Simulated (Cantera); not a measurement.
A perfectly stirred reactor is fed with 35.7 % CH₄, 64.3 % CO₂, at 2.37 atm; it is held at 1973 K, and followed from long to short residence time.

Computed with Cantera and GRI-Mech 3.0 (53 species, 325 reactions).

One state of this run: x CH₄ = 0.00573; x CO₂ = 0.0570; x OH = 2.06e-5; x HO₂ = 6.89e-12; x C₂H₂ = 0.00622; x H₂O₂ = 2.45e-11. x: mole fraction; the columns are a selection and need not sum to one.

Problem. Which value of τ (s) does it belong to?
(A) 0.17
(B) 0.028
(C) 1.1
(D) 0.0018

Solution. A, 0.17
